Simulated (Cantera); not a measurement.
# Premixed flame

A freely propagating, adiabatic, planar premixed flame of H2 : O2 : N2 : H2O = 1 : 0.208 : 0.783 : 0.096 (molar parts), equivalence ratio 2.4, unburnt at 450 K and 825 Torr; multicomponent transport, grid criteria slope 0.08 and curve 0.16, no radiation.

Computed with Cantera and the H2/O2 subset of GRI-Mech 3.0, which has no nitrogen chemistry. Burning velocities carry a grid error of a few per cent, more on coarse grids.

| z (mm) | T (K) | u (m/s) | x H2 | x O2 | x H2O | x HO2 | x O | x OH |
|---|---|---|---|---|---|---|---|---|
| -1.05 | 450 | 4.66 | 0.479 | 0.0997 | 0.0460 | <1e-8 | <1e-8 | <1e-8 |
| -0.698 | 450 | 4.66 | 0.479 | 0.0997 | 0.0460 | <1e-8 | <1e-8 | <1e-8 |
| -0.523 | 450 | 4.66 | 0.479 | 0.0997 | 0.0460 | <1e-8 | <1e-8 | <1e-8 |
| -0.349 | 450 | 4.67 | 0.479 | 0.0997 | 0.0460 | 3.61e-7 | <1e-8 | <1e-8 |
| -0.174 | 484 | 4.99 | 0.475 | 0.0997 | 0.0474 | 0.000266 | 5.70e-6 | 3.52e-5 |
| -0.0872 | 734 | 7.40 | 0.448 | 0.0925 | 0.0688 | 0.000266 | 0.000146 | 0.000549 |
| 0 | 1099 | 10.8 | 0.385 | 0.0679 | 0.126 | 0.000102 | 0.00107 | 0.000890 |
| 0.0872 | 1359 | 13.2 | 0.314 | 0.0293 | 0.204 | 3.69e-5 | 0.00171 | 0.00176 |
| 0.174 | 1488 | 14.4 | 0.281 | 0.00816 | 0.246 | 9.75e-6 | 0.000960 | 0.00197 |
| 0.349 | 1593 | 15.3 | 0.275 | 0.000661 | 0.262 | 7.47e-7 | 0.000373 | 0.00202 |
| 0.698 | 1686 | 16.1 | 0.283 | 0.000110 | 0.265 | 1.39e-7 | 0.000241 | 0.00198 |
| 1.40 | 1773 | 16.8 | 0.291 | 5.75e-5 | 0.267 | 7.82e-8 | 0.000140 | 0.00171 |
| 2.79 | 1843 | 17.4 | 0.297 | 2.70e-5 | 0.269 | 4.04e-8 | 6.65e-5 | 0.00130 |
x: mole fraction of selected species; z is measured from the peak of heat release.

```json
{
 "laminar_burning_velocity": "466 cm/s",
 "thermal_thickness": "0.349 mm",
 "peak x(HO2)": "0.000425",
 "peak x(O)": "0.00176",
 "peak x(OH)": "0.00203",
 "grid_points": "124"
}
```
